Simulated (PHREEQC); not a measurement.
Make-up at 20 °C: 0.011 mol HF, 0.066 mol (NH4)2SiF6, 0.001 mol H3PO4 and 0.0011 mol HCl per kg of water. Closed to the air; pH follows from the charge balance.

Equilibrium calculation in PHREEQC: ion-association model, phreeqc.dat.

```json
[
 {"quantity": "pH", "before": "2.45", "after": "2.40"},
 {"quantity": "ionic strength (mol/kgw)", "before": "0.202", "after": "0.203"},
 {"quantity": "HF (mol/kgw)", "before": "0.00832", "after": "0.00853"},
 {"quantity": "F- (mol/kgw)", "before": "0.00253", "after": "0.00233"},
 {"quantity": "H3PO4 (mol/kgw)", "before": "0.000260", "after": "0.000561"}
]
```

Problem. Which change was made?
A. diluted 10-fold with water
B. (NH4)2SiF6 left out
C. (NH4)2SiF6 from 0.066 to 0.0594 mol/kgw
D. H3PO4 from 0.001 to 0.002 mol/kgw
E. 0.05 mol/kgw NH4Br added

Solution. D, H3PO4 from 0.001 to 0.002 mol/kgw

Precipitation was switched off in this run. SiF6-2 is the database's only silicon fluoride.
